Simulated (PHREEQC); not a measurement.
Dissolve 0.48 mol/kgw NiCl2, 0.13 mol/kgw Na2SO4 and 0.029 mol/kgw FeSO4 at 25 °C. Closed to the air; pH follows from the charge balance.

Equilibrium calculation in PHREEQC: ion-association model, wateq4f.dat.

Problem. The ionic strength comes out as 1.05 mol/kgw. What activity coefficients do NiOH+, HSO4-, Fe+2, NaSO4-, FeCl+ get?

Solution. NiOH+ 0.80, HSO4- 0.62, Fe+2 0.20, NaSO4- 0.65, FeCl+ 0.64.

This is a speciation only: nothing precipitates in the calculation. Caution: at this ionic strength the ion-association model is outside its range; a Pitzer model would be the better tool where its parameters exist. Complexes and solids missing from the database can't appear.
